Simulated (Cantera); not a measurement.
**Thermodynamics of iron carbonyl, mercury and lead vapours, feed Pb + N2**

Feed: 1 mol Pb, 0.72 mol N2, held at 1023.15 K and 0.730 bar.

Equilibrium computed with Cantera from the NASA thermochemical tables; the gas is ideal and each condensed phase is pure. Candidate condensed phases: Pb; 4 gas species. The numbers say what is thermodynamically allowed, not how fast it happens.

* **x(N2)**: 1.000
* **x(Pb)**: 3.66e-5
* **n(Pb(l))**: 1.000 mol
* **gas amount**: 0.7200 mol
